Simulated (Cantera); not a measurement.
A jet of CH₄ : O₂ : N₂ = 0.025 : 0.064 : 0.79 (molar parts), equivalence ratio 0.78 at 300 K and 18.0 Torr hits a platinum plate 7.4 cm away at a mass flux of 0.035 kg/m²/s; the plate temperature is set and raised in steps from an oxygen-covered start.

Detailed kinetics in Cantera: Deutschmann's 1995 Pt surface mechanism with GRI-Mech 3.0 gas chemistry. Catalytic surfaces can have several steady states; this one follows from the mechanism file's or the stated starting coverage.

x: mole fraction at the wall; θ: surface coverage.

```
plate T (K)  wall x CH₄  wall x O₂  wall x H₂O  wall x OH  wall x CO  wall x CO₂  θ free Pt   θ O*
-----------  ----------  ---------  ----------  ---------  ---------  ----------  ---------  -----
900              0.0174     0.0494      0.0206    4.22e-8    8.99e-6      0.0135      0.321  0.678
950              0.0137     0.0415      0.0275    1.31e-7    1.01e-5      0.0180      0.410  0.589
1000             0.0108     0.0355      0.0327    3.51e-7    1.14e-5      0.0215      0.497  0.503
1050            0.00875     0.0311      0.0365    8.24e-7    1.29e-5      0.0240      0.579  0.421
1100                  ?     0.0281      0.0391          ?          ?      0.0257          ?      ?
1150            0.00637     0.0261      0.0407    3.42e-6    1.85e-5      0.0269      0.719  0.280
1200                  ?     0.0247      0.0419          ?          ?      0.0277      0.776      ?
1250            0.00515     0.0237      0.0427    1.06e-5    2.96e-5      0.0282      0.824  0.176
```

Task: Fill in the missing entries.

Result: 
- 1100, wall x CH₄: 0.00731
- 1100, wall x OH: 1.76e-6
- 1100, wall x CO: 1.52e-5
- 1100, θ free Pt: 0.653
- 1100, θ O*: 0.346
- 1200, wall x CH₄: 0.00565
- 1200, wall x OH: 6.22e-6
- 1200, wall x CO: 2.31e-5
- 1200, θ O*: 0.223
